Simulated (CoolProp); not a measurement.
A single-stage vapour-compression cycle with the fluid: evaporating at 294.15 K (dew point), condensing at 349.15 K (bubble point), superheat 0 K, subcooling 5 K, compressor efficiency 0.7, no pressure losses. The same conditions are run with several fluids, on thermodynamics alone (safety and materials aside).

Values from CoolProp's reference Helmholtz-energy equation of state of each fluid (R114: Platzer 1990; R245ca: Zhou 2016; ammonia: Gao 2020; n-butane: Bücker 2006; tetrahydrofuran: Fiedler 2023; cyclohexane: Zhou 2014). The equations of Platzer and Polt are older, rougher fits.

### Question
Rank R114, R245ca, ammonia, n-butane, tetrahydrofuran, cyclohexane by cooling COP, highest first.

### Answer
tetrahydrofuran (3.31), cyclohexane (3.22), ammonia (2.98), R245ca (2.95), n-butane (2.88), R114 (2.76)

```
fluid            pressure ratio  discharge temperature (K)  refrigerating effect (kJ/kg)  volumetric capacity (kJ/m³)
---------------  --------------  -------------------------  ----------------------------  ---------------------------
R114                       4.52                      349.1                          78.0                         1090
R245ca                     6.00                      350.6                           136                          660
ammonia                    4.29                      441.0                           931                         6430
n-butane                   4.32                      351.7                           236                         1290
tetrahydrofuran            7.68                      384.2                           358                          193
cyclohexane                8.10                      361.3                           297                          112
```

The compression ends wet for: R114.
